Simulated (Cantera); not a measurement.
Input (Python, Cantera):

```python
import numpy as np
import cantera as ct

gas = ct.Solution("h2o2.yaml")


def delay(T, t_max=10):
    gas.TPX = T, 750000, {'H2': 1, 'O2': 1.22, 'N2': 4.59}
    reactor = ct.IdealGasConstPressureReactor(gas, clone=False)
    net = ct.ReactorNet([reactor])
    net.rtol, net.atol = 1e-8, 1e-16
    while net.time < t_max:
        t_old, T_old = net.time, reactor.T
        net.step()
        if reactor.T > T + 400:  # ignition: a rise of 400 K
            return t_old + (T + 400 - T_old) / (reactor.T - T_old) * (net.time - t_old)
    return np.nan


taus = []
for T in [1298, 1348, 1398, 1448, 1498, 1548, 1598, 1648, 1698]:
    taus.append(delay(T))
    print(f"T0 = {T:6g} K   tau = {taus[-1]:.4e} s")
```

Output:

```
T0 =   1298 K   tau = 6.1327e-06 s
T0 =   1348 K   tau = 4.3974e-06 s
T0 =   1398 K   tau = 3.4064e-06 s
T0 =   1448 K   tau = 2.7722e-06 s
T0 =   1498 K   tau = 2.3386e-06 s
T0 =   1548 K   tau = 2.0304e-06 s
T0 =   1598 K   tau = 1.8065e-06 s
T0 =   1648 K   tau = 1.6425e-06 s
T0 =   1698 K   tau = 1.5229e-06 s
```

Cantera simulation using the H2/O2 subset of GRI-Mech 3.0, which has no nitrogen chemistry; the numbers are that mechanism's predictions, not measurements. The hydrogen kinetics of GRI-Mech 3.0 are dated; newer H2 mechanisms differ, most at raised pressure. Where the delays flatten at high temperature, the 400 K rule measures the pace of heat release, not the induction time.
